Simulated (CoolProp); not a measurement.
Sulfur dioxide along the isobar 60.3 bar: density (kg/m³) from the reference equation and from simpler models built on Tc = 430.6 K, pc = 78.87 bar, ω = 0.256; each cubic takes its own stable root.

The numbers come from the reference Helmholtz-energy equation of state, Gao 2016 in CoolProp.

| T (K) | phase | reference |
|---|---|---|
| 238.3 | liquid | 1533 |
| 267.3 | liquid | 1460 |
| 296.4 | liquid | 1384 |
| 325.4 | liquid | 1301 |
| 354.4 | liquid | 1207 |
| 383.4 | liquid | 1090 |
| 412.4 | liquid | 896.1 |
| 441.4 | gas | 151.5 |
| 470.5 | gas | 126.9 |
| 499.5 | gas | 112.0 |

Q: How far does each simpler model (van der Waals, Redlich-Kwong, Soave-Redlich-Kwong, Peng-Robinson) lie from the reference over these 10 states: mean and median of the absolute difference, and the worst?

A: 
- van der Waals: mean 32.5 %, median 39.7 %, worst -80.0 % at 412.4 K and 60.3 bar
- Redlich-Kwong: mean 16.8 %, median 13.1 %, worst -77.8 % at 412.4 K and 60.3 bar
- Soave-Redlich-Kwong: mean 9.0 %, median 10.4 %, worst -19.1 % at 412.4 K and 60.3 bar
- Peng-Robinson: mean 2.2 %, median 1.7 %, worst -9.0 % at 412.4 K and 60.3 bar

At some of these states van der Waals, Redlich-Kwong gives the other phase, because its saturation line lies elsewhere.
